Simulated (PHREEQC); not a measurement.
## Metal-bearing waste water: speciation

Make-up at 70 °C: 0.0039 mol ZnSO4, 0.00034 mol NiCl2 and 1 mol HCl per kg of water. Closed to the air; pH follows from the charge balance.

Model: ion-association model, wateq4f.dat, run in PHREEQC.

This is a speciation only: nothing precipitates in the calculation.

Problem. What pH does the model give?

Solution. pH 0.14.

Problem. In which forms is Ni present?

Solution. Ni+2 40 %, NiCl2 34 %, NiCl+ 26 % of the Ni.

Ionic strength above about 0.7 mol/kgw puts this run outside the model's range. At this temperature some constants are extrapolated from 25 °C, and those without enthalpy data are left unchanged.
